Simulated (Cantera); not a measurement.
An adiabatic, constant-volume homogeneous reactor starts with 14.8 % CO, 16.3 % H₂, 6.47 % O₂, 43.3 % N₂, 19.2 % H₂O, at 1548 K and 1.50 bar.

Cantera simulation using GRI-Mech 3.0 (53 species, 325 reactions); the numbers are that mechanism's predictions, not measurements.

Problem. Predict: time of steepest temperature rise; temperature at 3.00 s; equilibrium temperature; x(CO) at 3.00 s; x(H₂) at 3.00 s; x(O₂) at 3.00 s; x(H₂O₂) at 3.00 s; x(NO₂) at 3.00 s; x(CO₂) at 3.00 s.

Solution. 
| Quantity | Value |
|---|---|
| time of steepest temperature rise | 16.5 µs |
| temperature at 3.00 s | 2526 K |
| equilibrium temperature | 2526 K |
| x(CO) at 3.00 s | 0.104 (gas-phase equilibrium 0.104) |
| x(H₂) at 3.00 s | 0.0886 (gas-phase equilibrium 0.0886) |
| x(O₂) at 3.00 s | 0.000205 (gas-phase equilibrium 0.000205) |
| x(H₂O₂) at 3.00 s | 4.59e-8 (gas-phase equilibrium 4.59e-8) |
| x(NO₂) at 3.00 s | 2.36e-8 (gas-phase equilibrium 2.36e-8) |
| x(CO₂) at 3.00 s | 0.0532 (gas-phase equilibrium 0.0532) |
